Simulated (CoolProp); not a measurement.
Vapour-liquid equilibrium of R134a (1) + R1234yf (2) at 43.55 °C; x and y are mole fractions of (1).

Values from CoolProp's multi-fluid Helmholtz-energy mixture model, Tillner-Roth 1994 and Lemmon 2022; pair parameters Bell 2022.

```tsv
x	bubble pressure, mixture model (MPa)	bubble pressure, Raoult's law (MPa)	y, mixture model	y, Raoult's law
0.05	1.124	1.113	___	0.050
0.125	1.137	1.114	0.137	0.125
0.2	1.148	1.114	___	0.201
0.275	1.157	1.114	0.288	0.276
0.35	1.163	1.115	0.360	0.351
0.425	1.167	1.115	0.431	0.426
0.5	1.168	1.115	0.501	0.501
0.575	1.167	1.115	___	0.576
0.65	1.164	1.116	0.641	0.651
0.725	1.159	1.116	0.713	0.726
0.8	1.151	1.116	0.787	0.801
0.875	1.141	1.116	0.863	0.875
0.95	1.127	1.117	0.944	0.950
```

Complete the blanks.


- 0.05, y, mixture model: 0.056
- 0.2, y, mixture model: 0.213
- 0.575, y, mixture model: 0.571

The largest gap from Raoult's law is +4.8 % in bubble pressure, at x = 0.5. y crosses x between x = 0.5 and 0.575: the model has an azeotrope there.

Pair parameters are fitted to limited data, so mixtures are less certain than the pure fluids.
